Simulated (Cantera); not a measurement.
Cantera run, input and output.

```python
import numpy as np
import cantera as ct

gas = ct.Solution("h2o2.yaml")
gas.TPX = 1423, 120, {'H2': 0.007, 'O2': 1, 'H2O': 0.0014}
reactor = ct.IdealGasConstPressureReactor(gas, energy="off", clone=False)
net = ct.ReactorNet([reactor])
net.rtol, net.atol = 1e-08, 1e-18
show = ['H2', 'O2', 'H2O', 'H2O2', 'O', 'HO2']
times = np.geomspace(0.0009, 2, 10)

steps = ct.SolutionArray(gas, extra=["t"])
rows = []
print(f"{'t/s':>10s}{'T/K':>9s}{'P/Pa':>11s}" + "".join(f"{s:>11s}" for s in show))
for t in times:
    while net.time < t:
        t_next = net.step()
        steps.append(gas.state, t=t_next)
    rows.append([np.interp(t, steps.t, y) for y in (steps.T, steps.P, *steps(*show).X.T)])
    print(f"{t:10.3e}{rows[-1][0]:9.1f}{rows[-1][1]:11.4g}" + "".join(f"{x:11.3e}" for x in rows[-1][2:]))
rate = np.gradient(steps.T, steps.t)
print("integrator steps:", len(steps.t))
if steps.T.max() > steps.T[0] + 200:
    print(f"time of steepest temperature rise: {steps.t[rate.argmax()]:.4e} s")
gas.TPX = 1423, 120, {'H2': 0.007, 'O2': 1, 'H2O': 0.0014}
gas.equilibrate("TP")
print(f"equilibrium (TP): T = {gas.T:.1f} K  " + "  ".join(f"{s} {gas[s].X[0]:.3e}" for s in show))
```

It prints:

```
       t/s      T/K       P/Pa         H2         O2        H2O       H2O2          O        HO2
 9.000e-04   1423.0        120  6.942e-03  9.917e-01  1.388e-03  2.216e-12  1.450e-08  1.790e-08
 2.119e-03   1423.0        120  6.942e-03  9.917e-01  1.388e-03  1.177e-11  4.555e-08  4.210e-08
 4.989e-03   1423.0        120  6.941e-03  9.917e-01  1.388e-03  5.928e-11  1.629e-07  9.890e-08
 1.174e-02   1423.0        120  6.940e-03  9.917e-01  1.389e-03  2.677e-10  9.958e-07  2.315e-07
 2.765e-02   1423.0        120  6.894e-03  9.916e-01  1.421e-03  9.515e-10  3.142e-05  5.087e-07
 6.510e-02   1423.0        120  7.275e-04  9.857e-01  6.619e-03  1.331e-09  5.014e-03  4.043e-08
 1.533e-01   1423.0        120  2.289e-05  9.849e-01  7.699e-03  6.442e-10  6.154e-03  2.703e-08
 3.608e-01   1423.0        120  2.280e-05  9.849e-01  7.701e-03  6.433e-10  6.138e-03  2.699e-08
 8.495e-01   1423.0        120  2.266e-05  9.850e-01  7.703e-03  6.419e-10  6.099e-03  2.691e-08
 2.000e+00   1423.0        120  2.234e-05  9.851e-01  7.709e-03  6.384e-10  6.009e-03  2.673e-08
integrator steps: 615
equilibrium (TP): T = 1423.0 K  H2 1.551e-07  O2 9.916e-01  H2O 8.314e-03  H2O2 3.726e-11  O 3.895e-05  HO2 1.870e-08
```

Cantera simulation using the H2/O2 subset of GRI-Mech 3.0, which has no nitrogen chemistry; the numbers are that mechanism's predictions, not measurements. Radical loss at walls, strong at low pressure, is not modelled.
